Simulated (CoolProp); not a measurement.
The fluid at 366.69 K and 0.266 MPa is throttled through a valve to 0.18 MPa with no heat exchange. The same conditions are run with several fluids, on thermodynamics alone (safety and materials aside).

Values from CoolProp's reference Helmholtz-energy equation of state of each fluid (R236EA: Rui 2013; vinyl chloride: Thol 2022; R507A: Lemmon 2003; n-butane: Bücker 2006; R227EA: Lemmon 2016). Blends and air are pseudo-pure fits.

| fluid | temperature change (K) | final density (kg/m³) |
|---|---|---|
| R236EA | -1.1 | ___ |
| vinyl chloride | ___ | ___ |
| R507A | -0.8 | ___ |
| n-butane | -1.1 | ___ |
| R227EA | -0.8 | ___ |

### Question
Some entries are withheld; supply them.

### Answer

- R236EA, final density (kg/m³): 9.27
- vinyl chloride, temperature change (K): -1.3
- vinyl chloride, final density (kg/m³): 3.77
- R507A, final density (kg/m³): 5.93
- n-butane, final density (kg/m³): 3.54
- R227EA, final density (kg/m³): 10.3
